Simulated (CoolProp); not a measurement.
A single-stage vapour-compression cycle with the fluoroketone C6F12O (FK-5-1-12): evaporating at 292.15 K (dew point), condensing at 333.15 K (bubble point), superheat 2 K, subcooling 0 K, compressor efficiency 0.6, no pressure losses. Each further row changes one setting.

The numbers come from the reference Helmholtz-energy equation of state, McLinden 2015 in CoolProp.

```json
[
 {"case": "as stated", "cooling COP": "2.92", "pressure ratio": "4.68", "discharge temperature (K)": "333.1", "refrigerating effect (kJ/kg)": "52.5", "volumetric capacity (kJ/m³)": "217"},
 {"case": "evaporating temperature 297.15 K", "cooling COP": "3.59", "pressure ratio": "3.77", "discharge temperature (K)": "333.1", "refrigerating effect (kJ/kg)": "56.7", "volumetric capacity (kJ/m³)": "288"},
 {"case": "condensing temperature 328.15 K", "cooling COP": "3.56", "pressure ratio": "3.98", "discharge temperature (K)": "328.1", "refrigerating effect (kJ/kg)": "58.2", "volumetric capacity (kJ/m³)": "241"},
 {"case": "subcooling 5 K", "cooling COP": "3.23", "pressure ratio": "4.68", "discharge temperature (K)": "333.1", "refrigerating effect (kJ/kg)": "58.2", "volumetric capacity (kJ/m³)": "241"},
 {"case": "superheat 12 K", "cooling COP": "3.11", "pressure ratio": "4.68", "discharge temperature (K)": "333.1", "refrigerating effect (kJ/kg)": "61.2", "volumetric capacity (kJ/m³)": "244"},
 {"case": "compressor efficiency 0.5", "cooling COP": "2.43", "pressure ratio": "4.68", "discharge temperature (K)": "333.1", "refrigerating effect (kJ/kg)": "52.5", "volumetric capacity (kJ/m³)": "217"}
]
```

The compression ends wet for: as stated; evaporating temperature 297.15 K; condensing temperature 328.15 K; subcooling 5 K; superheat 12 K; compressor efficiency 0.5.
